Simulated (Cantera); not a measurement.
Cantera run, input and output.

```python
import numpy as np
import cantera as ct

gas = ct.Solution("gri30.yaml")
gas.TPX = 500, 260000, {'CH4': 1, 'H2': 0.5, 'O2': 1.61, 'N2': 6.04}
flame = ct.FreeFlame(gas, width=0.02)
flame.set_refine_criteria(ratio=3, slope=0.08, curve=0.16)
flame.transport_model = "mixture-averaged"
flame.solve(loglevel=0, auto=True)
z, T = flame.grid, flame.T
thick = (T[-1] - T[0]) / np.gradient(T, z).max()
show = ['CH4', 'H2', 'O2', 'CH2CO', 'CO2', 'N2O']
print(f"laminar burning velocity  {flame.velocity[0] * 100:.3f} cm/s")
print(f"burnt temperature         {T[-1]:.1f} K")
print(f"thermal thickness         {thick * 1e3:.4f} mm")
print(f"grid points               {len(z)}")
z0 = z[flame.heat_release_rate.argmax()]
print(f"{'z/mm':>9s}{'T/K':>9s}{'u/(m/s)':>9s}" + "".join(f"{s:>11s}" for s in show))
rows = []
for k in (-3, -2, -1.5, -1, -0.5, -0.25, 0, 0.25, 0.5, 1, 2, 4, 8):
    zz = z0 + k * thick
    rows.append([k * thick, np.interp(zz, z, T), np.interp(zz, z, flame.velocity),
                 *(np.interp(zz, z, flame.X[gas.species_index(s)]) for s in show)])
    print(f"{rows[-1][0] * 1e3:9.3f}{rows[-1][1]:9.1f}{rows[-1][2]:9.3f}" + "".join(f"{x:11.3e}" for x in rows[-1][3:]))
```

Result:

```
laminar burning velocity  44.236 cm/s
burnt temperature         2169.0 K
thermal thickness         0.2585 mm
grid points               142
     z/mm      T/K  u/(m/s)        CH4         H2         O2      CH2CO        CO2        N2O
   -0.775    500.7    0.443  1.092e-01  5.505e-02  1.759e-01  3.665e-09  3.780e-07  1.022e-12
   -0.517    507.5    0.450  1.087e-01  5.583e-02  1.754e-01  8.682e-08  7.272e-06  2.001e-11
   -0.388    529.7    0.470  1.074e-01  5.676e-02  1.742e-01  6.574e-07  4.673e-05  1.304e-10
   -0.258    651.8    0.581  9.990e-02  5.855e-02  1.659e-01  9.511e-06  5.155e-04  1.474e-09
   -0.129   1128.6    1.022  6.815e-02  6.140e-02  1.231e-01  1.189e-04  4.686e-03  1.370e-08
   -0.065   1528.9    1.400  3.865e-02  6.305e-02  7.894e-02  2.922e-04  1.069e-02  3.037e-08
    0.000   1884.3    1.743  1.231e-02  6.349e-02  3.334e-02  2.507e-04  1.929e-02  4.110e-08
    0.065   2055.4    1.906  2.608e-03  6.279e-02  9.717e-03  6.158e-05  2.685e-02  3.021e-08
    0.129   2111.0    1.957  6.673e-04  6.324e-02  2.625e-03  1.605e-05  3.165e-02  2.035e-08
    0.258   2138.8    1.979  9.697e-05  6.496e-02  2.605e-04  2.958e-06  3.587e-02  1.369e-08
    0.517   2150.9    1.988  1.022e-05  6.622e-02  3.261e-05  3.739e-07  3.761e-02  1.025e-08
    1.034   2159.1    1.995  9.525e-07  6.665e-02  1.468e-05  2.826e-08  3.781e-02  7.958e-09
    2.068   2165.1    2.000  7.168e-08  6.682e-02  6.672e-06  1.272e-09  3.772e-02  6.477e-09
```

Cantera simulation using GRI-Mech 3.0 (53 species, 325 reactions); the numbers are that mechanism's predictions, not measurements. Burning velocities carry a grid error of a few per cent, more on coarse grids.
